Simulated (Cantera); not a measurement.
Stirred combustor or abatement burner

A perfectly stirred reactor is fed with 25.8 % H2, 16.1 % O2, 58.1 % N2, equivalence ratio 0.80, at 0.300 bar; it is adiabatic with a 700 K inlet, and is followed from long to short residence time, starting on the burning branch (τ in s: 0.13, 0.053, 0.021, 0.0083, 0.0033, 0.0013, 0.00052, 0.00021, 8.2e-05, 3.2e-05).

Cantera simulation using the H2/O2 subset of GRI-Mech 3.0, which has no nitrogen chemistry; the numbers are that mechanism's predictions, not measurements.

```
τ (s)    T (K)    x H2    x O2      x O    x HO2   x H2O2     x OH      x H
-------  -----  ------  ------  -------  -------  -------  -------  -------
0.13      2403  0.0106  0.0369  0.00348  3.63e-6  1.57e-7   0.0161  0.00343
0.053     2388  0.0116  0.0372  0.00382  3.49e-6  1.46e-7   0.0167  0.00394
0.021     2352  0.0138  0.0378  0.00468  3.26e-6  1.27e-7   0.0178  0.00536
0.0083    2271  0.0184  0.0394  0.00664  3.16e-6  1.17e-7   0.0196  0.00904
0.0033    2138  0.0246  0.0421  0.00985  3.87e-6  1.43e-7   0.0207   0.0165
0.0013    1965  0.0306  0.0457   0.0137  5.65e-6  2.38e-7   0.0199   0.0282
0.00052   1775  0.0349  0.0501   0.0172  8.29e-6  4.89e-7   0.0171   0.0433
0.00021   1582  0.0388  0.0557   0.0190  1.19e-5  1.08e-6   0.0132   0.0599
8.2e-5    1380  0.0514  0.0668   0.0172  1.83e-5  2.02e-6  0.00885   0.0731
3.2e-5     700   0.258   0.161   <1e-12   <1e-12   <1e-12   <1e-12   <1e-12
```
x: mole fraction; the columns are a selection and need not sum to one.
